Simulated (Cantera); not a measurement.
Input: 1 mol Fe(CO)5, 7 mol H2, held at 627 °C and 13.3 mbar.

These are equilibrium values from Cantera (NASA tables, ideal gas, pure condensed phases), not measurements of a reactor. Candidate condensed phases: C, C6H6, C7H8, C8H18, Fe, Fe(CO)5, FeO, Fe(OH)2, Fe(OH)3, Fe2O3, Fe3O4, H2O; 114 gas species. Condensed phases not in the tables: cementite and carbon dissolved in iron. The numbers say what is thermodynamically allowed, not how fast it happens.

Base state: H2 0.585, CO 0.395, CO2 0.0116, H2O 0.00747, CH4 0.00142 (mole fractions); condensed: C(graphite) + Fe(α).

Task: What changes in the equilibrium state with this change: pressure from 13.3 mbar to 0.133 bar?

Result: 
```tsv
species	before	after
H2	0.585	0.578
CO	0.395	0.291
CO2	0.0116	0.0630
H2O	0.00747	0.0544
CH4	0.00142	0.0139
C(graphite), mol	0.207	1.10
Fe(α), mol	1.00	1.00
```

Task: What changes in the equilibrium state with this change: pressure from 13.3 mbar to 0.760 bar?

Result: 
```tsv
species	before	after
H2	0.585	0.545
H2O	0.00747	0.147
CO	0.395	0.146
CO2	0.0116	0.0911
CH4	0.00142	0.0704
C(graphite), mol	0.207	2.41
Fe(α), mol	1.00	0
FeO(s), mol	0	1.00
```
The tables' stoichiometric FeO is somewhat more stable than real wüstite, so its field is too wide. FeO: taken at fixed stoichiometry.

Task: What changes in the equilibrium state with this change: temperature from 627 °C to 577 °C?

Result: 
| species | before | after |
|---|---|---|
| H2 | 0.585 | 0.592 |
| CO | 0.395 | 0.351 |
| CO2 | 0.0116 | 0.0353 |
| H2O | 0.00747 | 0.0195 |
| CH4 | 0.00142 | 0.00290 |
| C(graphite), mol | 0.207 | 0.589 |
| Fe(α), mol | 1.00 | 1.00 |
